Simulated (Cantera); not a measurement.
Feed: 1 mol Si3N4, 0.59 mol CO2, 4.2 mol N2, equilibrated at 1925 K and 13.0 Pa.

Method: chemical equilibrium by Gibbs-energy minimisation in Cantera with the NASA 1993 tables (ideal gas, pure condensed phases). Candidate condensed phases: C, Si, SiC, SiO2, Si2N2O, Si3N4; 34 gas species. Mutual solubility and eutectic melting of coexisting phases are not modelled. The tables' values for SiN are old estimates; treat these amounts as uncertain. Equilibrium is a limit: real reactors are often held back by kinetics, nucleation or transport.

Base state: N2 0.723, Si 0.134, SiO 0.113, CO 0.0246, Si2C 0.00264, Si2 0.00115, Si2N 0.000574, SiN 0.000407 (mole fractions); condensed: Si(l) + SiC(s).

Q: What changes in the equilibrium state with this change: N2 from 4.2 to 910 mol?

A: 
```
species        before     after
-----------  --------  --------
N2              0.723     0.996
Si              0.134   0.00262
SiO             0.113  0.000645
CO             0.0246  0.000644
Si3          0.000256   1.92e-9
Si2C          0.00264   9.11e-8
Si2           0.00115   4.41e-7
Si2N         0.000574   2.58e-7
SiN          0.000407   9.35e-6
Si(l), mol      0.443         0
SiC(s), mol     0.357         0
```
